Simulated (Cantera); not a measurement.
Input: 1 mol SiCl4, 400 mol H2, held at 1.00 bar.

Cantera equilibrium calculation (NASA polynomials, part measured and part estimated; ideal gas, pure solids and liquids). Candidate condensed phases: Si; 19 gas species. The tables' values for SiCl3 are old estimates; treat these amounts as uncertain. Gases not in the tables: Si2H6 and higher silanes. Kinetics and transport are ignored.

x: gas mole fraction; n: condensed amount in mol.

| T (°C) | x H2 | x HCl | x SiHCl3 | x SiCl4 | x H | n Si(s) | n Si(l) |
|---|---|---|---|---|---|---|---|
| 750 | 0.994 | 0.00391 | ? | 0.000515 | 4.13e-9 | 0.215 | 0 |
| 850 | 0.992 | 0.00663 | ? | 0.000226 | 4.24e-8 | 0.543 | 0 |
| 950 | 0.991 | 0.00852 | ? | 5.30e-5 | 2.99e-7 | 0.775 | 0 |
| 1050 | 0.990 | 0.00916 | ? | 8.94e-6 | 1.58e-6 | 0.856 | 0 |
| 1150 | 0.990 | 0.00931 | ? | 1.61e-6 | 6.61e-6 | 0.874 | 0 |
| 1250 | 0.990 | 0.00932 | ? | 3.49e-7 | 2.30e-5 | 0.874 | 0 |
| 1350 | 0.990 | 0.00931 | ? | 9.03e-8 | 6.88e-5 | 0.868 | 0 |
| 1450 | 0.990 | 0.00932 | ? | 2.59e-8 | 0.000181 | 0 | 0.866 |
| 1550 | 0.990 | 0.00940 | ? | 7.70e-9 | 0.000431 | 0 | 0.871 |

Q: Complete the blanks.

A: 
- 750, x SiHCl3: 0.00111
- 850, x SiHCl3: 0.000579
- 950, x SiHCl3: 0.000190
- 1050, x SiHCl3: 4.90e-5
- 1150, x SiHCl3: 1.33e-5
- 1250, x SiHCl3: 4.16e-6
- 1350, x SiHCl3: 1.49e-6
- 1450, x SiHCl3: 5.67e-7
- 1550, x SiHCl3: 2.15e-7
